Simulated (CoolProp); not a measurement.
The numbers come from the reference Helmholtz-energy equation of state, Tillner-Roth 1997 in CoolProp.

**Question.** For CH2F2 (R32), give the phase and the Z, cv (kJ/(kg K)), speed of sound (m/s), conductivity (mW/(m K)) at 186.7 K and 91.4 kPa; 186.7 K and 2110 kPa; 186.7 K and 6020 kPa.

**Answer.** 
- 186.7 K and 91.4 kPa: liquid; Z 0.00235, cv 0.972, speed of sound 1150, conductivity 216
- 186.7 K and 2110 kPa: liquid; Z 0.0541, cv 0.972, speed of sound 1160, conductivity 217
- 186.7 K and 6020 kPa: liquid; Z 0.154, cv 0.974, speed of sound 1180, conductivity 218

Thermal conductivity comes from a separate model (Huber 2003), an estimate that may be off by 10 % or more.
